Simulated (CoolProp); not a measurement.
Vapour-liquid equilibrium of CH2F2 (R32) (1) + dimethyl ether (2) at 1.46 MPa; x and y are mole fractions of (1).

Computed with CoolProp (multi-fluid Helmholtz-energy mixture model, Tillner-Roth 1997 and Wu 2011; pair parameters Bell 2016).

```tsv
x	bubble temperature, mixture model (°C)	bubble temperature, Raoult's law (°C)	y, mixture model	y, Raoult's law
0.05	57.6	56.8	0.093	0.125
0.125	53.6	52.0	0.223	0.281
0.2	49.6	47.7	0.341	0.408
0.275	45.8	43.9	0.446	0.512
0.35	42.2	40.4	0.538	0.600
0.425	38.8	37.2	0.619	0.674
0.5	35.6	34.3	0.690	0.738
0.575	32.7	31.7	0.752	0.793
0.65	30.0	29.2	0.807	0.841
0.725	27.5	26.9	0.855	0.883
0.8	25.1	24.8	0.899	0.920
0.875	23.0	22.7	0.939	0.953
0.95	20.9	20.8	0.976	0.982
```

The largest gap from Raoult's law is +1.9 K in bubble temperature, at x = 0.275. No azeotrope shows between x = 0.05 and 0.95.

Pair parameters are fitted to limited data, so mixtures are less certain than the pure fluids.
